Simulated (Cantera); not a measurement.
Equilibrium for iron carbonyl, mercury and lead vapours: PbO + H2

Charge: 1 mol PbO, 2.5 mol H2, equilibrated at 240000 Pa.

Cantera equilibrium calculation (NASA polynomials, part measured and part estimated; ideal gas, pure solids and liquids). Candidate condensed phases: H2O, Pb, PbO, PbO2, Pb3O4; 12 gas species. Equilibrium is a limit: real reactors are often held back by kinetics, nucleation or transport.

From 300 °C to 325 °C the condensed part is Pb(s). From 350 °C to 625 °C the condensed part is Pb(l).

| T (°C) | x H2 | x H2O | x Pb | n Pb(s) | n Pb(l) |
|---|---|---|---|---|---|
| 300 | 0.600 | 0.400 | <1e-12 | 1.00 | 0 |
| 325 | 0.600 | 0.400 | 1.89e-12 | 1.00 | 0 |
| 350 | 0.600 | 0.400 | 8.65e-12 | 0 | 1.00 |
| 375 | 0.600 | 0.400 | 3.50e-11 | 0 | 1.00 |
| 400 | 0.600 | 0.400 | 1.28e-10 | 0 | 1.00 |
| 425 | 0.600 | 0.400 | 4.23e-10 | 0 | 1.00 |
| 450 | 0.600 | 0.400 | 1.29e-9 | 0 | 1.00 |
| 475 | 0.600 | 0.400 | 3.65e-9 | 0 | 1.00 |
| 500 | 0.600 | 0.400 | 9.62e-9 | 0 | 1.00 |
| 525 | 0.600 | 0.400 | 2.39e-8 | 0 | 1.00 |
| 550 | 0.600 | 0.400 | 5.60e-8 | 0 | 1.00 |
| 575 | 0.600 | 0.400 | 1.25e-7 | 0 | 1.00 |
| 600 | 0.600 | 0.400 | 2.65e-7 | 0 | 1.000 |
| 625 | 0.600 | 0.400 | 5.40e-7 | 0 | 1.000 |
x: gas mole fraction; n: condensed amount in mol.
